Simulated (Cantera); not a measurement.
Feed: 1 mol Pb, 0.0094 mol O2, 4.9 mol H2, at 1800 K and 0.00270 bar.

Equilibrium computed with Cantera from the NASA thermochemical tables; the gas is ideal and each condensed phase is pure. Candidate condensed phases: H2O, Pb, PbO, PbO2, Pb3O4; 12 gas species. Rates play no part.

Base state: H2 0.822, Pb 0.169, H 0.00625, H2O 0.00317 (mole fractions); condensed: gas only.

Q: What changes in the equilibrium state with this change: Pb replaced by Fe?

A: 
```
species      before    after
----------  -------  -------
H2            0.822    0.978
Fe                0   0.0109
H           0.00625  0.00682
Pb            0.169        0
H2O         0.00317  0.00378
Fe(δ), mol        0    0.946
```
Further candidate phases: Fe, FeO, Fe(OH)2, Fe(OH)3, Fe2O3, Fe3O4.

Q: What changes in the equilibrium state with this change: temperature from 1800 K to 1123.15 K?

A: 
| species | before | after |
|---|---|---|
| H2 | 0.822 | 0.929 |
| Pb | 0.169 | 0.0679 |
| H2O | 0.00317 | 0.00358 |
| H | 0.00625 | 7.92e-7 |
| Pb(l), mol | 0 | 0.643 |

Q: What changes in the equilibrium state with this change: temperature from 1800 K to 1550 K?

A: 
| species | before | after |
|---|---|---|
| H2 | 0.822 | 0.827 |
| Pb | 0.169 | 0.169 |
| H2O | 0.00317 | 0.00319 |
| H | 0.00625 | 0.000551 |
